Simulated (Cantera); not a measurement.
An adiabatic, constant-pressure homogeneous reactor starts with H2 : O2 : N2 = 1 : 0.806 : 3.55 (molar parts), equivalence ratio 0.62, at 1373 K and 2330 Torr. Integrator tolerance rtol = 1e-08.

Computed with Cantera and GRI-Mech 3.0 (53 species, 325 reactions). The hydrogen kinetics of GRI-Mech 3.0 are dated; newer H2 mechanisms differ, most at raised pressure.

Question: What does this change do: pressure from 2330 Torr to 6600 Torr?

Answer: 
| quantity | before | after |
|---|---|---|
| time of steepest temperature rise | 7.96 µs | 3.43 µs |
| temperature at 0.900 s | 2556 K | 2580 K |
| equilibrium temperature | 2556 K | 2580 K |
| x(H2) at 0.900 s | 0.00369 (gas-phase equilibrium 0.00369) | 0.00249 (gas-phase equilibrium 0.00249) |
| x(O2) at 0.900 s | 0.0540 (gas-phase equilibrium 0.0540) | 0.0541 (gas-phase equilibrium 0.0541) |
| x(OH) at 0.900 s | 0.0128 (gas-phase equilibrium 0.0128) | 0.0107 (gas-phase equilibrium 0.0107) |
| x(O) at 0.900 s | 0.00252 (gas-phase equilibrium 0.00252) | 0.00168 (gas-phase equilibrium 0.00168) |
| x(H) at 0.900 s | 0.00111 (gas-phase equilibrium 0.00111) | 0.000600 (gas-phase equilibrium 0.000600) |

Question: What does this change do: H2 1 to 1.4 parts?

Answer: 
```json
[
 {"quantity": "time of steepest temperature rise", "before": "7.96 µs", "after": "7.68 µs"},
 {"quantity": "temperature at 0.900 s", "before": "2556 K", "after": "2776 K"},
 {"quantity": "equilibrium temperature", "before": "2556 K", "after": "2776 K"},
 {"quantity": "x(H2) at 0.900 s", "before": "0.00369 (gas-phase equilibrium 0.00369)", "after": "0.0193 (gas-phase equilibrium 0.0193)"},
 {"quantity": "x(O2) at 0.900 s", "before": "0.0540 (gas-phase equilibrium 0.0540)", "after": "0.0196 (gas-phase equilibrium 0.0196)"},
 {"quantity": "x(OH) at 0.900 s", "before": "0.0128 (gas-phase equilibrium 0.0128)", "after": "0.0203 (gas-phase equilibrium 0.0203)"},
 {"quantity": "x(O) at 0.900 s", "before": "0.00252 (gas-phase equilibrium 0.00252)", "after": "0.00395 (gas-phase equilibrium 0.00395)"},
 {"quantity": "x(H) at 0.900 s", "before": "0.00111 (gas-phase equilibrium 0.00111)", "after": "0.00598 (gas-phase equilibrium 0.00598)"}
]
```
